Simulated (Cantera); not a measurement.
**HBr + O2 + H2 (abatement and gas-phase synthesis)**

Feed: 1 mol HBr, a varied amount of O2, 0.6 mol H2, held at 2750 °C and 13.3 mbar.

Equilibrium computed with Cantera from the NASA thermochemical tables; the gas is ideal and each condensed phase is pure. Candidate condensed phases: Br2, H2O; 12 gas species. Kinetics and transport are ignored.

```tsv
n(O2) (mol)	x H	x Br	x O	x H2	x OH	x O2	x H2O	x HBr
0.033	0.507	0.337	0.0138	0.119	0.00532	0.000169	0.00370	0.0138
0.058	0.498	0.334	0.0240	0.115	0.00907	0.000510	0.00620	0.0134
0.1	0.484	0.328	0.0404	0.109	0.0149	0.00145	0.00989	0.0128
0.18	0.460	0.317	0.0698	0.0981	0.0244	0.00433	0.0154	0.0118
0.33	0.420	0.297	0.118	0.0820	0.0378	0.0124	0.0218	0.0101
0.58	0.369	0.268	0.183	0.0634	0.0515	0.0298	0.0261	0.00803
1	0.310	0.230	0.262	0.0445	0.0616	0.0609	0.0262	0.00576
```
x: gas mole fraction; nothing condenses.

From 0.033 mol O2 to 1 mol O2 nothing is condensed.
